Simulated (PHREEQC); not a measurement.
A PHREEQC input (ion-association model, wateq4f.dat):

```
SOLUTION 1
  temp 25
  units mg/kgw
  pH 6.2
  pe -1.2
  Na 1640
  K 264
  Ca 142
  Mg 186
  Cl 3570
  S(6) 160 as SO4
  Alkalinity 13.9 as HCO3
  Mn(2) 72
END
USE solution 1
EQUILIBRIUM_PHASES 1
  Quart 0 0.5
  CO2(g) -2.5 10
END
```

It stops with these messages:

```
ERROR: Phase not found in database, Quart.
ERROR: Calculations terminating due to input errors.
```

The fault: the phase Quartz misspelt. The line should read `Quartz` where the input has `Quart`. With the mend the run ends at pH 6.52 and ionic strength 0.116 mol/kgw.
